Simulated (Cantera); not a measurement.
Cantera with NASA thermochemical tables; ideal gases at 1 bar, condensed phases pure. Values are per mole of reaction as written; species without (g) are pure solids or liquids, kept so even where they would boil at 1 bar.

### Question
Between 700 and 1500 K, where is each reaction favourable under standard conditions?
- 3 O2(g) + 2 N2O(g) ⇌ 4 NO2(g)
- 2 NF3(g) + 2 O2(g) ⇌ 3 F2(g) + 2 NO2(g)
- 2 O2(g) + N2(g) ⇌ 2 NO2(g)

### Answer
- 3 O2(g) + 2 N2O(g) ⇌ 4 NO2(g): ΔG° is 43 kJ at 700 K and 128 kJ at 1500 K; it stays positive (K < 1). ΔH° is -33 kJ and ΔS° -107 J/K at 1500 K.
- 2 NF3(g) + 2 O2(g) ⇌ 3 F2(g) + 2 NO2(g): ΔG° is 223 kJ at 700 K and 106 kJ at 1500 K; it stays positive (K < 1). ΔH° is 319 kJ and ΔS° 142 J/K at 1500 K.
- 2 O2(g) + N2(g) ⇌ 2 NO2(g): ΔG° is 155 kJ at 700 K and 256 kJ at 1500 K; it stays positive (K < 1). ΔH° is 69 kJ and ΔS° -124 J/K at 1500 K.
